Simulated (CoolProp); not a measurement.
Vapour-liquid equilibrium of R125 (1) + fluoroethane (R161) (2) at 201 kPa; x and y are mole fractions of (1).

The numbers come from the multi-fluid Helmholtz-energy mixture model, Lemmon 2005 and Wu 2012; pair parameters Bell 2016 in CoolProp.

| x | bubble temperature (K) | y at the bubble point | dew temperature at overall composition x (K) | liquid density (mol/L) |
|---|---|---|---|---|
| 0.05 | 251.1 | 0.070 | 251.3 | 16.25 |
| 0.2 | 249.1 | 0.283 | 250.0 | 15.49 |
| 0.35 | 246.8 | 0.475 | 248.3 | 14.78 |
| 0.5 | 244.6 | 0.630 | 246.4 | 14.11 |
| 0.65 | 242.8 | 0.753 | 244.3 | 13.48 |
| 0.8 | 241.4 | 0.857 | 242.2 | 12.88 |
| 0.95 | 240.4 | 0.961 | 240.5 | 12.32 |

No azeotrope shows between x = 0.05 and 0.95.

The pair parameters rest on a limited set of measurements; away from them the model extrapolates. The gap from Raoult's law changes sign with composition, which may be real or a fault of the pair parameters; it wasn't checked against measurements.
